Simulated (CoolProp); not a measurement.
Model: reference Helmholtz-energy equation of state, Gedanitz 2015, in CoolProp.

Task: For cyclopentane, give the phase and the Joule-Thomson coefficient (K/MPa), conductivity (mW/(m K)) at 470 K and 0.994 MPa.

Result: 
- 470 K and 0.994 MPa: gas; Joule-Thomson coefficient 10.5, conductivity 34.7

Thermal conductivity comes from a separate model (Vassiliou 2015).
